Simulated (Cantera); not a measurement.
Feed: 1 mol Si, 0.33 mol H₂O, 19 mol N₂, 2.3 mol CO₂, equilibrated at 1498 K and 133 Pa.

Cantera equilibrium calculation (NASA polynomials, part measured and part estimated; ideal gas, pure solids and liquids). Candidate condensed phases: C, C₆H₆, C₇H₈, C₈H₁₈, H₂O, Si, SiC, SiO₂, Si₂N₂O, Si₃N₄; 151 gas species. The tables hold silica as quartz up to 1696 K and as liquid above; real silica turns to tridymite and cristobalite and melts near 1996 K. The numbers say what is thermodynamically allowed, not how fast it happens.

Problem. What is the equilibrium state?

Solution. 
```
Property                                   Result
--------------------------------------  ---------
x(N₂)                                       0.878
x(CO)                                      0.0835
x(CO₂)                                     0.0228
x(H₂)                                     0.00893
x(H₂O)                                    0.00630
x(H)                                      4.45e-5
x(SiO)                                    1.72e-6
n(SiO₂(β-quartz))                       1.000 mol
gas amount                              21.63 mol
log10 activity of C(graphite) (absent)      -6.56
log10 activity of Si(s) (absent)           -10.68
```
